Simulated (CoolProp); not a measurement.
A closed Brayton cycle with dry air: compressor inlet 313.15 K and 7.8 MPa, high pressure 20.6 MPa, turbine inlet 970 K, compressor efficiency 0.89, turbine efficiency 0.85, recuperator effectiveness 0 (on enthalpy, no pinch check). Each further row changes one setting.

Computed with CoolProp (reference Helmholtz-energy equation of state, Lemmon 2000). It is a pseudo-pure fit of the blend.

| case | thermal efficiency (%) | net work (kJ/kg) | compressor to turbine work | compressor exit (K) | turbine exit (K) |
|---|---|---|---|---|---|
| as stated | 15.7 | 95.4 | 0.55 | 427.4 | 788.0 |
| turbine inlet 920 K | 15.3 | 84.4 | ? | 427.4 | 745.8 |
| compressor inlet 323.15 K | ? | 91.3 | 0.57 | 440.8 | 788.0 |
| high pressure 17.5 MPa | 13.6 | 85.3 | ? | 406.0 | ? |
| recuperator effectiveness 0.5 | 23.0 | 95.4 | 0.55 | 427.4 | 788.0 |

Q: Some entries are withheld; supply them.

A: 
- turbine inlet 920 K, compressor to turbine work: 0.58
- compressor inlet 323.15 K, thermal efficiency (%): 15.4
- high pressure 17.5 MPa, compressor to turbine work: 0.53
- high pressure 17.5 MPa, turbine exit (K): 815.8
